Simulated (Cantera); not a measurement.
NO annealing gas

An isothermal, constant-pressure homogeneous reactor starts with 15.6 % NO, 84.4 % N2, at 1625 K and 1.70 bar.

Detailed kinetics in Cantera: GRI-Mech 3.0 (53 species, 325 reactions).

```json
[
 {"t (s)": "7.00e-5", "x NO": "0.156", "x O2": "5.83e-11", "x N2": "0.844", "x N2O": "1.18e-7", "x O": "2.25e-8"},
 {"t (s)": "0.000150", "x NO": "0.156", "x O2": "1.56e-10", "x N2": "0.844", "x N2O": "2.50e-7", "x O": "2.41e-8"},
 {"t (s)": "0.000321", "x NO": "0.156", "x O2": "4.38e-10", "x N2": "0.844", "x N2O": "5.28e-7", "x O": "2.74e-8"},
 {"t (s)": "0.000688", "x NO": "0.156", "x O2": "1.47e-9", "x N2": "0.844", "x N2O": "1.09e-6", "x O": "3.47e-8"},
 {"t (s)": "0.00147", "x NO": "0.156", "x O2": "6.53e-9", "x N2": "0.844", "x N2O": "2.19e-6", "x O": "5.09e-8"},
 {"t (s)": "0.00316", "x NO": "0.156", "x O2": "4.09e-8", "x N2": "0.844", "x N2O": "4.08e-6", "x O": "8.83e-8"},
 {"t (s)": "0.00676", "x NO": "0.156", "x O2": "3.45e-7", "x N2": "0.844", "x N2O": "6.64e-6", "x O": "1.73e-7"},
 {"t (s)": "0.0145", "x NO": "0.156", "x O2": "3.17e-6", "x N2": "0.844", "x N2O": "8.75e-6", "x O": "3.37e-7"},
 {"t (s)": "0.0310", "x NO": "0.156", "x O2": "2.11e-5", "x N2": "0.844", "x N2O": "9.41e-6", "x O": "5.06e-7"},
 {"t (s)": "0.0665", "x NO": "0.156", "x O2": "7.86e-5", "x N2": "0.844", "x N2O": "9.43e-6", "x O": "5.59e-7"},
 {"t (s)": "0.142", "x NO": "0.156", "x O2": "0.000207", "x N2": "0.844", "x N2O": "9.40e-6", "x O": "5.85e-7"},
 {"t (s)": "0.305", "x NO": "0.155", "x O2": "0.000480", "x N2": "0.844", "x N2O": "9.33e-6", "x O": "6.36e-7"},
 {"t (s)": "0.654", "x NO": "0.154", "x O2": "0.00106", "x N2": "0.845", "x N2O": "9.19e-6", "x O": "7.32e-7"},
 {"t (s)": "1.40", "x NO": "0.151", "x O2": "0.00228", "x N2": "0.846", "x N2O": "8.89e-6", "x O": "9.00e-7"},
 {"t (s)": "3.00", "x NO": "0.146", "x O2": "0.00479", "x N2": "0.849", "x N2O": "8.30e-6", "x O": "1.17e-6"}
]
```
x: mole fraction; the columns are a selection and need not sum to one.

Equilibrium at this temperature and pressure: NO 0.00142, O2 0.0774, N2 0.921, N2O 1.19e-7, O 4.18e-6 (gas phase only).
